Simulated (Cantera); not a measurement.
Input: 1 mol Al2O3, 0.52 mol Cl2, 0.22 mol N2, 0.00081 mol O2, held at 3000 Pa.

Cantera equilibrium calculation (NASA polynomials, part measured and part estimated; ideal gas, pure solids and liquids). Candidate condensed phases: Al, AlCl3, AlN, Al2O3; 24 gas species. The numbers say what is thermodynamically allowed, not how fast it happens.

**Question.** At 1150 K, list the 5 most abundant gas species with their mole fractions, and the condensed phases.

**Answer.** Cl2 0.690, N2 0.295, Cl 0.0132, O2 0.00124, AlCl3 0.000216. Condensed: Al2O3(s).
